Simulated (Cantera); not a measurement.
A freely propagating, adiabatic, planar premixed flame of C3H8 : O2 : N2 = 1 : 7.14 : 27.9 (molar parts), unburnt at 475 K and 1.00 bar; mixture-averaged transport, grid criteria slope 0.08 and curve 0.16, no radiation.

Model: GRI-Mech 3.0 (53 species, 325 reactions), integrated in Cantera. GRI-Mech 3.0 was tuned for natural gas; its chemistry of propane as a main component is partial and can be far from experiment. Burning velocities carry a grid error of a few per cent, more on coarse grids.

Question: Predict: laminar burning velocity; thermal thickness; peak x(C2H6); peak x(CH2CO).

Answer: 
```
Property                     Result
------------------------  ---------
laminar burning velocity  63.7 cm/s
thermal thickness          0.396 mm
peak x(C2H6)               0.000687
peak x(CH2CO)              0.000879
```
